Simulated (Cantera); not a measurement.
Feed: 1 mol TEOS, 0.062 mol O3, 1.1 mol N2, at 1773 K and 0.00610 bar.

These are equilibrium values from Cantera (NASA tables, ideal gas, pure condensed phases), not measurements of a reactor. Candidate condensed phases: C, C6H6, C7H8, C8H18, H2O, Si, SiC, SiO2, Si2N2O, Si3N4; 151 gas species. The feed counts by its element totals alone. Equilibrium is a limit: real reactors are often held back by kinetics, nucleation or transport.

Base state: H2 0.651, CO 0.272, N2 0.0713, H 0.00294, SiO 0.00140, HCN 0.00116, C2H2 (acetylene) 9.11e-5, HNC 4.13e-5 (mole fractions); condensed: C(graphite) + SiC(s).

Q: What changes in the equilibrium state with this change: TEOS replaced by SiF4?

A: 
| species | before | after |
|---|---|---|
| N2 | 0.0713 | 0.501 |
| SiF4 | 0 | 0.456 |
| O2 | <1e-9 | 0.0416 |
| H2 | 0.651 | 0 |
| CO | 0.272 | 0 |
| H | 0.00294 | 0 |
| NO | <1e-9 | 0.00134 |
| HCN | 0.00116 | 0 |
| O | <1e-9 | 0.000245 |
| F | 0 | 0.000147 |
| C(graphite), mol | 2.84 | 0 |
| SiC(s), mol | 0.978 | 0 |
The tables' values for SiF3 are old estimates; treat these amounts as uncertain.

Q: What changes in the equilibrium state with this change: TEOS replaced by SiH2Cl2?

A: 
```csv
species,before,after
N2,0.0713,0.335
H2,0.651,0.238
SiCl2,0,0.233
CO,0.272,0
HCl,0,0.131
SiO,0.00140,0.0566
SiCl3,0,0.00280
HCN,0.00116,0
"C(graphite), mol",2.84,0
"SiC(s), mol",0.978,0
"Si(l), mol",0,0.0334
```
The tables' values for SiCl3, SiCl are old estimates; treat these amounts as uncertain. Further candidate phases: NH4Cl.
